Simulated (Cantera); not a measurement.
# Equilibrium for carbothermic reduction: Fe₃O₄ + CO + H₂

A closed system holds: 1 mol Fe₃O₄, 0.61 mol CO, a varied amount of H₂, equilibrated at 2225 K and 13.3 mbar.

Equilibrium computed with Cantera from the NASA thermochemical tables; the gas is ideal and each condensed phase is pure. Candidate condensed phases: C, C₆H₆, C₇H₈, C₈H₁₈, Fe, Fe(CO)₅, FeO, Fe(OH)₂, Fe(OH)₃, Fe₂O₃, Fe₃O₄, H₂O; 114 gas species. The tables' stoichiometric FeO is somewhat more stable than real wüstite, so its field is too wide. FeO: taken at fixed stoichiometry. The numbers say what is thermodynamically allowed, not how fast it happens.

```tsv
n(H₂) (mol)	x CO₂	x H₂O	x H₂	x CO	x O₂	x Fe	x H	x OH	x O	n FeO(l)
0.1	0.586	0.0976	0.00256	0.0823	0.194	0.00330	0.00284	0.0157	0.0121	2.99
0.18	0.547	0.170	0.00510	0.0878	0.148	0.00376	0.00400	0.0194	0.0106	2.99
0.32	0.479	0.279	0.0111	0.102	0.0844	0.00499	0.00591	0.0216	0.00796	2.99
0.56	0.347	0.406	0.0320	0.147	0.0214	0.00991	0.0100	0.0185	0.00401	2.98
0.98	0.155	0.454	0.113	0.208	0.00213	0.0314	0.0189	0.0110	0.00127	2.94
1.7	0.0560	0.402	0.244	0.182	0.000362	0.0762	0.0277	0.00662	0.000521	2.79
3	0.0219	0.337	0.348	0.121	0.000125	0.130	0.0331	0.00464	0.000306	2.43
5.2	0.0101	0.296	0.404	0.0743	7.12e-5	0.172	0.0357	0.00378	0.000231	1.73
```
x: gas mole fraction; n: condensed amount in mol.

From 0.1 mol H₂ to 5.2 mol H₂ the condensed part is FeO(l). The main Fe-bearing gas is FeO at 0.1 mol H₂ and Fe at 5.2 mol H₂. The share of Fe in condensed phases is highest at 0.1 mol H₂ (99.8 %) and lowest at 5.2 mol H₂ (57.6 %).
